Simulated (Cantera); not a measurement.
Cantera with NASA thermochemical tables; ideal gases at 1 bar, condensed phases pure. Values are per mole of reaction as written; species without (g) are pure solids or liquids, kept so even where they would boil at 1 bar.

10 H(g) + P₄O₁₀ → 5 H₂O₂(g) + 2 P₂(g), with ΔH° = 435.5 kJ and ΔS° = 232.0 J/K at 300 K.

Q: How far is the shortcut ΔG° ≈ ΔH°(300 K) − T·ΔS°(300 K) from the full temperature-dependent value at 498, 523, 548, 573, 598, 623, 648 K?

A: 
```csv
T (K),shortcut (kJ),full (kJ),difference (kJ),difference in log10 K
498,320.0,328.6,-8.7,0.91
523,314.2,325.0,-10.9,1.09
548,308.4,321.7,-13.3,1.27
573,302.6,318.5,-16.0,1.46
598,296.8,315.6,-18.9,1.65
623,291.0,312.9,-22.0,1.84
648,285.2,310.4,-25.3,2.04
```
The shortcut ignores the heat-capacity change of the reaction.
